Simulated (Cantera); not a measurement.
Source: NASA polynomial tables (part measured, part estimated), evaluated in Cantera. Values are per mole of reaction as written; species without (g) are pure solids or liquids, kept so even where they would boil at 1 bar.

Problem. Between 675 and 875 K, where is each reaction favourable under standard conditions?
- C + 2 S = CS2(g)

Solution. 
- C + 2 S = CS2(g): ΔG° is 11 kJ at 675 K and -15 kJ at 875 K; it changes sign between 750 and 775 K. ΔH° is 96 kJ and ΔS° 128 J/K at 875 K.
